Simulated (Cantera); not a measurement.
A Cantera script and what it prints.

```python
import numpy as np
import cantera as ct

gas_names = """
    CL CLO CL2 N NO NO2 NO3 N2 N2O O O2 O3 Si SiCL SiCL2 SiCL3 SiCL4 SiN SiO SiO2 Si2 Si2N Si3
""".split()
cond_names = """
    Si(cr) Si(L) SiO2(Lqz) SiO2(hqz) SiO2(L) Si2N2O(s) Si3N4(a)
""".split()


# ... load() reads the species with a 1 bar reference pressure and builds the phases ...
atoms = {
    'SiCl4': {'Si': 1, 'CL': 4},
    'NO': {'N': 1, 'O': 1},
}
top_T = {'Si2N2O(s)': 2100, 'Si3N4(a)': 2400}  # K; cautious upper limits of use, not melting points


# ... equilibrate(T, P, feed) seeds the gas with the atoms and calls Mixture.equilibrate('TP', solver="vcs", rtol=1e-11, max_steps=5000) ...
results = []
feed = {'SiCl4': 1, 'NO': 1.4}  # mol
P = 133.322  # Pa
for T in [925, 1075, 1225, 1375, 1525, 1675, 1825, 1975]:
    mix = equilibrate(T, P, feed)
    results.append((T, P, feed, dict(zip(mix.species_names, mix.species_moles))))

top = {s: max(r[3][s] / sum(r[3][g] for g in gas_names) for r in results) for s in gas_names}
cols = sorted((s for s in top if top[s] > 0.0001), key=lambda s: -top[s])[:6]
seen = [c for c in cond_names if any(r[3].get(c, 0) > 1e-12 for r in results)]
print("log10 of partial pressures in bar; condensed amounts in mol")
print(f"{'T/K':>10s}" + "".join(f"{s[:9]:>10s}" for s in cols + seen))
for T, P, feed, n in results:
    ng = sum(n[g] for g in gas_names)
    print(f"{T:10.4g}" + "".join(f"{np.log10(max(n[s] / ng * P / 1e5, 1e-99)):10.3f}" for s in cols)
          + "".join(f"{n.get(c, 0):10.4g}" for c in seen))
```

Output:

```
log10 of partial pressures in bar; condensed amounts in mol
       T/K        CL       CL2        N2     SiCL4       SiO     SiCL3 SiO2(hqz)   SiO2(L)
       925    -5.492    -3.111    -3.411    -3.779   -24.795   -12.540       0.7         0
      1075    -4.519    -3.123    -3.415    -3.783   -19.451   -10.418       0.7         0
      1225    -3.807    -3.184    -3.436    -3.804   -15.384    -8.813       0.7         0
      1375    -3.328    -3.392    -3.495    -3.863   -12.077    -7.523       0.7         0
      1525    -3.092    -3.861    -3.567    -3.937    -9.140    -6.367       0.7         0
      1675    -3.025    -4.501    -3.602    -3.994    -6.481    -5.290    0.6995         0
      1825    -3.004    -5.107    -3.659    -4.402    -4.383    -4.716         0    0.6338
      1975    -2.999    -5.649    -3.753    -7.232    -3.825    -6.701         0    0.4033
```

Equilibrium computed with Cantera from the NASA thermochemical tables; the gas is ideal and each condensed phase is pure. The tables' values for SiCl3, SiO2 are old estimates; treat these amounts as uncertain. The tables hold silica as quartz up to 1696 K and as liquid above; real silica turns to tridymite and cristobalite and melts near 1996 K.
